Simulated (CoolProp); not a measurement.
A simple Rankine cycle with R21: condensing at 313.15 K, boiler at 4.02 MPa, turbine inlet 450.1 K, turbine efficiency 0.6, pump efficiency 0.7, no recuperator. Each further row changes one setting.

Values from CoolProp's reference Helmholtz-energy equation of state, Platzer 1990. This equation is an older, rougher fit; its heat capacities, sound speeds and derivatives of the liquid may be far off and weren't checked against measurements.

```tsv
case	thermal efficiency (%)	net work (kJ/kg)	heat in (kJ/kg)	turbine exit temperature (K)	volume ratio over the turbine
as stated	___	32.9	267	332.0	___
turbine inlet 470.1 K	12.9	37.3	290	359.7	___
condensing temperature 305.15 K	13.1	36.2	275	___	18.8
boiler pressure 2.81 MPa	11.7	___	288	361.3	9.37
turbine efficiency 0.5	10.0	26.7	267	341.1	15.3
```

### Question
What belongs in the gaps?

### Answer

- as stated, thermal efficiency (%): 12.3
- as stated, volume ratio over the turbine: 14.8
- turbine inlet 470.1 K, volume ratio over the turbine: 13.9
- condensing temperature 305.15 K, turbine exit temperature (K): 325.0
- boiler pressure 2.81 MPa, net work (kJ/kg): 33.7
